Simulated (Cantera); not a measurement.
An isothermal, constant-pressure homogeneous reactor starts with NH3 : H2 = 1 : 0.55 (molar parts), at 1448 K and 1600 Pa. Integrator tolerance rtol = 1e-08.

Model: the gas-phase N/H chemistry of the illustrative SiF4/NH3 mechanism in the Surface Chemkin manual (1991), integrated in Cantera. Walls and surfaces, which speed up NH3 decomposition in real reactors, are not modelled.

What does this change do: temperature 1448 to 1300 K?


| quantity | before | after |
|---|---|---|
| x(NH3) at 200 s | 0.581 (gas-phase equilibrium 3.66e-7) | 0.643 (gas-phase equilibrium 6.22e-7) |
| x(H2) at 200 s | 0.400 (gas-phase equilibrium 0.804) | 0.356 (gas-phase equilibrium 0.804) |
| x(NH2) at 200 s | 3.24e-5 (gas-phase equilibrium 6.32e-11) | 5.88e-6 (gas-phase equilibrium 1.11e-11) |
| x(N2H2) at 200 s | 2.67e-7 (gas-phase equilibrium <1e-12) | 5.34e-8 (gas-phase equilibrium <1e-12) |
| x(NH) at 200 s | 9.39e-8 (gas-phase equilibrium <1e-12) | 5.39e-9 (gas-phase equilibrium <1e-12) |
| x(H) at 200 s | 1.06e-5 (gas-phase equilibrium 6.58e-5) | 1.80e-6 (gas-phase equilibrium 7.89e-6) |

What does this change do: pressure from 1600 Pa to 100000 Pa?


```
quantity                                            before                                     after
----------------  ----------------------------------------  ----------------------------------------
x(NH3) at 200 s      0.581 (gas-phase equilibrium 3.66e-7)     0.317 (gas-phase equilibrium 2.29e-5)
x(H2) at 200 s         0.400 (gas-phase equilibrium 0.804)       0.583 (gas-phase equilibrium 0.804)
x(NH2) at 200 s   3.24e-5 (gas-phase equilibrium 6.32e-11)  7.37e-6 (gas-phase equilibrium 5.00e-10)
x(N2H2) at 200 s    2.67e-7 (gas-phase equilibrium <1e-12)    1.21e-8 (gas-phase equilibrium <1e-12)
x(NH) at 200 s      9.39e-8 (gas-phase equilibrium <1e-12)    9.08e-9 (gas-phase equilibrium <1e-12)
x(H) at 200 s      1.06e-5 (gas-phase equilibrium 6.58e-5)   6.43e-6 (gas-phase equilibrium 8.32e-6)
```

What does this change do: H2 0.55 to 1.1 parts?


```tsv
quantity	before	after
x(NH3) at 200 s	0.581 (gas-phase equilibrium 3.66e-7)	0.438 (gas-phase equilibrium 3.54e-7)
x(H2) at 200 s	0.400 (gas-phase equilibrium 0.804)	0.549 (gas-phase equilibrium 0.839)
x(NH2) at 200 s	3.24e-5 (gas-phase equilibrium 6.32e-11)	2.62e-5 (gas-phase equilibrium 5.98e-11)
x(N2H2) at 200 s	2.67e-7 (gas-phase equilibrium <1e-12)	1.57e-7 (gas-phase equilibrium <1e-12)
x(NH) at 200 s	9.39e-8 (gas-phase equilibrium <1e-12)	8.22e-8 (gas-phase equilibrium <1e-12)
x(H) at 200 s	1.06e-5 (gas-phase equilibrium 6.58e-5)	1.56e-5 (gas-phase equilibrium 6.72e-5)
```
